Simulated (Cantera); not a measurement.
Charge: 1 mol SiCl4, 30 mol N2, 0.77 mol H2, held at 1625 K.

Cantera equilibrium calculation (NASA polynomials, part measured and part estimated; ideal gas, pure solids and liquids). Candidate condensed phases: NH4Cl, Si, Si3N4; 28 gas species. Equilibrium is a limit: real reactors are often held back by kinetics, nucleation or transport.

Question: Which condensed phases are stable at each of these points (P (Pa)): 5, 17, 59, 210, 710, 2400, 8400, 29000, 100000?

Answer: 
| P (Pa) | condensed phases | Si condensed (%) |
|---|---|---|
| 5 | gas only | 0.0 |
| 17 | gas only | 0.0 |
| 59 | gas only | 0.0 |
| 210 | gas only | 0.0 |
| 710 | gas only | 0.0 |
| 2400 | gas only | 0.0 |
| 8400 | gas only | 0.0 |
| 29000 | gas only | 0.0 |
| 100000 | Si3N4(s) | 12.4 |

From 5.00 Pa to 0.290 bar nothing is condensed. At 1.00 bar the condensed part is Si3N4(s).
